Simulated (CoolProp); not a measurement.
Aqueous magnesium chloride as a coolant, 8 % by mass, freezing at -5.7 °C, 1 atm.

Computed with CoolProp (Melinder's fits for secondary coolants).

```
T (°C)  density (kg/m³)  viscosity (mPa s)  conductivity (W/(m K))  Prandtl number
------  ---------------  -----------------  ----------------------  --------------
-4.7               1072               2.99                   0.536            20.5
1.6                1071               2.35                   0.548            15.9
8                  1069               1.90                   0.560            12.6
14.3               1068               1.57                   0.571            10.2
20.7               1066               1.32                   0.582            8.42
27                 1064               1.12                   0.593            7.04
33.4               1061              0.951                   0.603            5.90
39.7               1059              0.810                   0.613            4.95
```
